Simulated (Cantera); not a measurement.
Feed: 1 mol Si₂Cl₆, 0.0078 mol Cl₂, 53 mol H₂, held at 1048 K and 1.20 bar.

Cantera equilibrium calculation (NASA polynomials, part measured and part estimated; ideal gas, pure solids and liquids). Candidate condensed phases: Si; 19 gas species. The feed counts by its element totals alone. The tables' values for SiCl₃ are old estimates; treat these amounts as uncertain. Equilibrium is a limit: real reactors are often held back by kinetics, nucleation or transport.

Base state: H₂ 0.960, SiCl₄ 0.0139, SiHCl₃ 0.0134, HCl 0.0102, SiH₂Cl₂ 0.00147, SiCl₃ 0.000391, SiCl₂ 0.000201, SiH₃Cl 4.19e-5 (mole fractions); condensed: Si(s).

Question: What changes in the equilibrium state with this change: pressure from 1.20 bar to 1.70 mbar?

Answer: 
```tsv
species	before	after
H₂	0.960	0.934
HCl	0.0102	0.0479
SiCl₄	0.0139	0.0102
SiHCl₃	0.0134	0.00203
SiH₃Cl	4.19e-5	2.71e-7
SiH₂Cl₂	0.00147	4.60e-5
SiCl₂	0.000201	0.00458
SiCl₃	0.000391	0.00160
Si(s), mol	0.400	0.981
```

Question: What changes in the equilibrium state with this change: temperature from 1048 K to 1248.15 K?

Answer: 
```tsv
species	before	after
H₂	0.960	0.943
HCl	0.0102	0.0328
SiHCl₃	0.0134	0.00904
SiCl₄	0.0139	0.00893
SiCl₂	0.000201	0.00287
SiCl₃	0.000391	0.00188
Si(s), mol	0.400	0.682
```

Question: What changes in the equilibrium state with this change: Cl₂ from 0.0078 to 0.78 mol?

Answer: 
```json
[
 {"species": "H₂", "before": "0.960", "after": "0.952"},
 {"species": "SiCl₄", "before": "0.0139", "after": "0.0186"},
 {"species": "SiHCl₃", "before": "0.0134", "after": "0.0157"},
 {"species": "HCl", "before": "0.0102", "after": "0.0116"},
 {"species": "SiCl₃", "before": "0.000391", "after": "0.000459"},
 {"species": "SiH₃Cl", "before": "4.19e-5", "after": "3.71e-5"},
 {"species": "Si(s), mol", "before": "0.400", "after": "0"}
]
```
